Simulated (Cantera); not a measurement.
Cantera with NASA thermochemical tables; ideal gases at 1 bar, condensed phases pure. Values are per mole of reaction as written; species without (g) are pure solids or liquids, kept so even where they would boil at 1 bar.

K₂SO₄ ⇌ 2 K + 4 O(g) + S

```csv
T (K),ΔH° (kJ),ΔS° (J/K),ΔG° (kJ),log10 K,condensed phases
300,2434.5,630.4,2245.4,-390.95,"K₂SO₄(s), K(s), S(s)"
825,2447.0,666.6,1897.0,-120.11,"K₂SO₄(s), K(l), S(l)"
850,?,?,?,?,"K₂SO₄(s), K(l), S(l)"
875,2437.4,655.4,1863.9,-111.27,"K₂SO₄(s), K(l), S(l)"
900,2437.2,655.2,1847.5,-107.23,"K₂SO₄(s), K(l), S(l)"
925,2437.0,654.9,1831.2,-103.40,"K₂SO₄(s), K(l), S(l)"
950,?,?,?,?,"K₂SO₄(s), K(l), S(l)"
975,?,?,?,?,"K₂SO₄(s), K(l), S(l)"
1000,?,?,?,?,"K₂SO₄(s), K(l), S(l)"
1025,2435.4,653.3,1765.8,-89.98,"K₂SO₄(s), K(l), S(l)"
1050,2434.8,652.8,1749.4,-87.03,"K₂SO₄(s), K(l), S(l)"
1075,2434.3,652.2,1733.1,-84.21,"K₂SO₄(s), K(l), S(l)"
```

### Question
What belongs in the gaps?

### Answer

- 850, ΔH° (kJ): 2446.2
- 850, ΔS° (J/K): 665.7
- 850, ΔG° (kJ): 1880.4
- 850, log10 K: -115.55
- 950, ΔH° (kJ): 2436.7
- 950, ΔS° (J/K): 654.6
- 950, ΔG° (kJ): 1814.8
- 950, log10 K: -99.78
- 975, ΔH° (kJ): 2436.3
- 975, ΔS° (J/K): 654.3
- 975, ΔG° (kJ): 1798.4
- 975, log10 K: -96.35
- 1000, ΔH° (kJ): 2435.9
- 1000, ΔS° (J/K): 653.8
- 1000, ΔG° (kJ): 1782.1
- 1000, log10 K: -93.08
